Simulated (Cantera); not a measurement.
A diamond (100) surface in a fixed gas of H2 with x(CH4) = 0.0035, x(CH3) = 0.0016, at 1073 K, 0.0830 bar; coverages are run to steady state.

Detailed kinetics in Cantera: the Harris–Goodwin 1993 mechanism for the reconstructed diamond (100) surface.

θ: site fractions in the mechanism's names (c6HH fully hydrogenated, c6H* and c6*H radical sites, c6** diradical, c6HM methylated).

| x(H) | growth (µm/h) | θ c6HH | θ c6H* | θ c6*H | θ c6** | θ c6HM |
|---|---|---|---|---|---|---|
| 0.0001 | 4.40 | 0.347 | 0.0118 | 0.200 | 0.00118 | 0.295 |
| 0.0002 | 8.80 | 0.329 | 0.0128 | 0.216 | 0.00219 | 0.296 |
| 0.00041 | 16.9 | 0.332 | 0.0140 | 0.236 | 0.00381 | 0.279 |
| 0.00083 | ? | 0.356 | ? | ? | ? | ? |
| 0.0017 | 45.9 | 0.397 | 0.0180 | 0.304 | 0.00863 | 0.184 |
| 0.0034 | 62.3 | 0.440 | 0.0204 | 0.344 | 0.0111 | 0.125 |
| 0.0068 | ? | 0.476 | 0.0224 | 0.376 | ? | ? |
| 0.014 | 85.1 | 0.502 | 0.0238 | 0.399 | 0.0144 | 0.0415 |
| 0.028 | 90.5 | 0.516 | 0.0248 | 0.411 | 0.0152 | 0.0221 |

What belongs in the gaps?


- 0.00083, growth (µm/h): 29.4
- 0.00083, θ c6H*: 0.0157
- 0.00083, θ c6*H: 0.265
- 0.00083, θ c6**: 0.00601
- 0.00083, θ c6HM: 0.240
- 0.0068, growth (µm/h): 75.7
- 0.0068, θ c6**: 0.0130
- 0.0068, θ c6HM: 0.0760
